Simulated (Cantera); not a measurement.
Formation from one mole of O₂

Source: NASA polynomial tables (part measured, part estimated), evaluated in Cantera. Values are per mole of reaction as written; species without (g) are pure solids or liquids, kept so even where they would boil at 1 bar.

4 Al + O₂(g) ⇌ 2 Al₂O(g)

| T (K) | ΔH° (kJ) | ΔS° (J/K) | ΔG° (kJ) | log10 K | condensed phases |
|---|---|---|---|---|---|
| 300 | -290.4 | 186.2 | -346.3 | 60.29 | Al(s) |
| 373 | -292.1 | 181.2 | -359.7 | 50.37 | Al(s) |
| 573 | -297.0 | 170.8 | -394.8 | 35.99 | Al(s) |
| 773 | -303.1 | 161.7 | -428.1 | 28.93 | Al(s) |
| 973 | -354.4 | 106.1 | -457.6 | 24.57 | Al(l) |
| 1173 | -362.4 | 98.6 | -478.1 | 21.29 | Al(l) |
| 1373 | -370.5 | 92.2 | -497.1 | 18.91 | Al(l) |
| 1573 | -378.6 | 86.7 | -515.0 | 17.10 | Al(l) |

0.6667 Cr + O₂(g) ⇌ 0.6667 CrO₃(g)

```json
[
 {"T (K)": "300", "ΔH° (kJ)": "-195.3", "ΔS° (J/K)": "-43.5", "ΔG° (kJ)": "-182.2", "log10 K": "31.73"},
 {"T (K)": "373", "ΔH° (kJ)": "-195.7", "ΔS° (J/K)": "-44.8", "ΔG° (kJ)": "-179.0", "log10 K": "25.07"},
 {"T (K)": "573", "ΔH° (kJ)": "-196.4", "ΔS° (J/K)": "-46.3", "ΔG° (kJ)": "-169.8", "log10 K": "15.48"},
 {"T (K)": "773", "ΔH° (kJ)": "-196.8", "ΔS° (J/K)": "-46.9", "ΔG° (kJ)": "-160.5", "log10 K": "10.85"},
 {"T (K)": "973", "ΔH° (kJ)": "-197.3", "ΔS° (J/K)": "-47.6", "ΔG° (kJ)": "-151.1", "log10 K": "8.11"},
 {"T (K)": "1173", "ΔH° (kJ)": "-198.2", "ΔS° (J/K)": "-48.4", "ΔG° (kJ)": "-141.5", "log10 K": "6.30"},
 {"T (K)": "1373", "ΔH° (kJ)": "-199.6", "ΔS° (J/K)": "-49.4", "ΔG° (kJ)": "-131.7", "log10 K": "5.01"},
 {"T (K)": "1573", "ΔH° (kJ)": "-201.5", "ΔS° (J/K)": "-50.7", "ΔG° (kJ)": "-121.7", "log10 K": "4.04"}
]
```

0.8 V + O₂(g) ⇌ 0.4 V₂O₅

| T (K) | ΔH° (kJ) | ΔS° (J/K) | ΔG° (kJ) | log10 K | condensed phases |
|---|---|---|---|---|---|
| 300 | -620.2 | -176.0 | -567.4 | 98.80 | V(s), V₂O₅(s) |
| 373 | -619.8 | -174.8 | -554.6 | 77.67 | V(s), V₂O₅(s) |
| 573 | -617.6 | -170.2 | -520.1 | 47.41 | V(s), V₂O₅(s) |
| 773 | -614.8 | -166.0 | -486.5 | 32.87 | V(s), V₂O₅(s) |
| 973 | -586.1 | -135.3 | -454.5 | 24.40 | V(s), V₂O₅(l) |
| 1173 | -582.8 | -132.2 | -427.7 | 19.05 | V(s), V₂O₅(l) |
| 1373 | -579.8 | -129.9 | -401.5 | 15.28 | V(s), V₂O₅(l) |
| 1573 | -577.4 | -128.2 | -375.7 | 12.48 | V(s), V₂O₅(l) |

1.143 Ti + O₂(g) ⇌ 0.2857 Ti₄O₇

```json
[
 {"T (K)": "300", "ΔH° (kJ)": "-972.7", "ΔS° (J/K)": "-183.5", "ΔG° (kJ)": "-917.7", "log10 K": "159.78", "condensed phases": "Ti(α), Ti₄O₇(s)"},
 {"T (K)": "373", "ΔH° (kJ)": "-972.4", "ΔS° (J/K)": "-182.5", "ΔG° (kJ)": "-904.3", "log10 K": "126.64", "condensed phases": "Ti(α), Ti₄O₇(s)"},
 {"T (K)": "573", "ΔH° (kJ)": "-970.3", "ΔS° (J/K)": "-178.2", "ΔG° (kJ)": "-868.3", "log10 K": "79.15", "condensed phases": "Ti(α), Ti₄O₇(s)"},
 {"T (K)": "773", "ΔH° (kJ)": "-967.7", "ΔS° (J/K)": "-174.2", "ΔG° (kJ)": "-833.0", "log10 K": "56.29", "condensed phases": "Ti(α), Ti₄O₇(s)"},
 {"T (K)": "973", "ΔH° (kJ)": "-965.1", "ΔS° (J/K)": "-171.2", "ΔG° (kJ)": "-798.5", "log10 K": "42.87", "condensed phases": "Ti(α), Ti₄O₇(s)"},
 {"T (K)": "1173", "ΔH° (kJ)": "-967.8", "ΔS° (J/K)": "-173.4", "ΔG° (kJ)": "-764.4", "log10 K": "34.04", "condensed phases": "Ti(β), Ti₄O₇(s)"},
 {"T (K)": "1373", "ΔH° (kJ)": "-964.4", "ΔS° (J/K)": "-170.7", "ΔG° (kJ)": "-730.0", "log10 K": "27.77", "condensed phases": "Ti(β), Ti₄O₇(s)"},
 {"T (K)": "1573", "ΔH° (kJ)": "-961.5", "ΔS° (J/K)": "-168.7", "ΔG° (kJ)": "-696.1", "log10 K": "23.11", "condensed phases": "Ti(β), Ti₄O₇(s)"}
]
```
